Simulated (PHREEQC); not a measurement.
Model water analysis in mg/kgw, 25 °C, pH 6.82, pe 11.9:

| constituent | mg/kgw |
|---|---|
| Na | 0.115 |
| K | 4.46 |
| Ca | 1.81 |
| Mg | 0.542 |
| Cl | 0.635 |
| S(6) as SO4 | 0.794 |
| Alkalinity as HCO3 | 13.2 |
| Zn | 0.0563 |
| N(5) as NO3 | 0.00422 |
| Cu(2) | 0.00295 |
| Li | 0.000336 |

Valence states are taken as typed.

Computed with PHREEQC (ion-association model, wateq4f.dat).

| Quantity | Value |
|---|---|
| ionic strength | 0.000329 mol/kgw |
| charge-balance error | 1.0 % |

```
species  molality  activity   log γ
-------  --------  --------  ------
HCO3-    0.000216  0.000212  -0.009
K+       0.000114  0.000112  -0.009
CO2       7.20e-5   7.20e-5   0.000
Ca+2      4.50e-5   4.14e-5  -0.036
Mg+2      2.22e-5   2.04e-5  -0.036
Cl-       1.79e-5   1.75e-5  -0.009
SO4-2     8.16e-6   7.51e-6  -0.036
Na+       5.00e-6   4.90e-6  -0.009
Zn+2      8.23e-7   7.58e-7  -0.036
H+        1.54e-7   1.51e-7  -0.009
```

Precipitation was switched off in this run. The database's constant for dissolved Cu(OH)2 is higher than later reviews accept.
